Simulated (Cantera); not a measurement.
A closed system holds: 1 mol MgSO4, 0.11 mol H2, equilibrated at 1998.15 K.

Method: chemical equilibrium by Gibbs-energy minimisation in Cantera with the NASA 1993 tables (ideal gas, pure condensed phases). Candidate condensed phases: H2O, H2SO4, Mg, MgO, Mg(OH)2, MgS, MgSO4, S; 26 gas species. Equilibrium is a limit: real reactors are often held back by kinetics, nucleation or transport.

Task: At 10.0 bar, list the 5 most abundant gas species with their mole fractions, and the condensed phases.

Result: SO2 0.639, O2 0.284, H2O 0.0704, SO3 0.00607, OH 0.00103. Condensed: MgO(s).
